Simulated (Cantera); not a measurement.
Feed: 1 mol Si, 1 mol HCl, 14 mol H2, equilibrated at 723 K and 12000 Pa.

Method: chemical equilibrium by Gibbs-energy minimisation in Cantera with the NASA 1993 tables (ideal gas, pure condensed phases). Candidate condensed phases: Si; 19 gas species. The numbers say what is thermodynamically allowed, not how fast it happens.

Base state: H2 0.981, SiCl4 0.0112, SiHCl3 0.00736, HCl 0.000445, SiH2Cl2 0.000336 (mole fractions); condensed: Si(s).

Question: What changes in the equilibrium state with this change: temperature from 723 K to 1298 K?

Answer: 
```
species       before     after
----------  --------  --------
H2             0.981     0.946
HCl         0.000445    0.0448
SiCl2        1.58e-7   0.00564
SiCl4         0.0112   0.00109
SiCl3        2.66e-6   0.00101
SiHCl3       0.00736   0.00104
SiH2Cl2     0.000336  0.000140
Si(s), mol     0.722     0.866
```
The tables' values for SiCl3 are old estimates; treat these amounts as uncertain.
